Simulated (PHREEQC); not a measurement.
Alkaline etch or developer

Make-up at 14 °C: 15 mmol/kgw NaOH, 65 mmol/kgw NaAlO2 and 0.047 mmol/kgw Na2CO3. Closed to the air; pH follows from the charge balance.

All values are PHREEQC results (ion-association model, phreeqc.dat), not measurements.

Each row changes one thing in this solution. Precipitation was switched off in this run.

```
case                                       pH  ionic strength (mol/kgw)  CO3-2 (mol/kgw)  NaCO3- (mol/kgw)  HCO3- (mol/kgw)  NaHCO3 (mol/kgw)
--------------------------------------  -----  ------------------------  ---------------  ----------------  ---------------  ----------------
as made                                 12.45                    0.0801          3.46e-5           1.22e-5          1.76e-7           5.34e-9
Na2CO3 from 4.7e-05 to 4.7e-06 mol/kgw  12.45                    0.0800          3.46e-6           1.22e-6          1.76e-8          5.34e-10
NaAlO2 left out                         12.50                    0.0151          4.25e-5           4.22e-6          2.59e-7           1.85e-9
Na2CO3 from 4.7e-05 to 9.4e-06 mol/kgw  12.45                    0.0800          6.92e-6           2.44e-6          3.52e-8           1.07e-9
Na2CO3 from 4.7e-05 to 9.4e-05 mol/kgw  12.45                       ___          6.92e-5           2.44e-5          3.51e-7           1.07e-8
temperature from 14 to 45 °C              ___                    0.0801          1.83e-5           2.82e-5          5.02e-7           1.26e-8
```

### Question
Fill in the missing entries.

### Answer

- Na2CO3 from 4.7e-05 to 9.4e-05 mol/kgw, ionic strength (mol/kgw): 0.0802
- temperature from 14 to 45 °C, pH: 11.46

Species that the database lacks are ignored. Some of these states are supersaturated (in Gibbsite (slow to form), for instance). At this temperature some constants are extrapolated from 25 °C, and those without enthalpy data are left unchanged.
